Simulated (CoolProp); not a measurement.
Vapour-liquid equilibrium of carbon dioxide (1) + R227EA (2) at -51.35 °C; x and y are mole fractions of (1).

The numbers come from the multi-fluid Helmholtz-energy mixture model, Span 1996 and Lemmon 2016; pair parameters Bell 2016 in CoolProp.

| x | bubble pressure, mixture model (MPa) | bubble pressure, Raoult's law (MPa) | y, mixture model | y, Raoult's law |
|---|---|---|---|---|
| 0.05 | 0.04749 | 0.04811 | 0.661 | 0.671 |
| 0.15 | 0.1105 | 0.1110 | 0.866 | 0.872 |
| 0.25 | 0.1736 | 0.1739 | 0.922 | 0.928 |
| 0.35 | 0.2353 | 0.2368 | 0.948 | 0.954 |
| 0.45 | 0.2956 | 0.2997 | 0.964 | 0.969 |
| 0.55 | 0.3551 | 0.3626 | 0.974 | 0.979 |
| 0.65 | 0.4151 | 0.4255 | 0.982 | 0.986 |
| 0.75 | 0.4771 | 0.4884 | 0.988 | 0.991 |
| 0.85 | 0.5422 | 0.5513 | 0.993 | 0.995 |
| 0.95 | 0.6108 | 0.6142 | 0.998 | 0.999 |

The largest gap from Raoult's law is -2.4 % in bubble pressure, at x = 0.65. No azeotrope shows between x = 0.05 and 0.95.

The pair parameters rest on a limited set of measurements; away from them the model extrapolates.
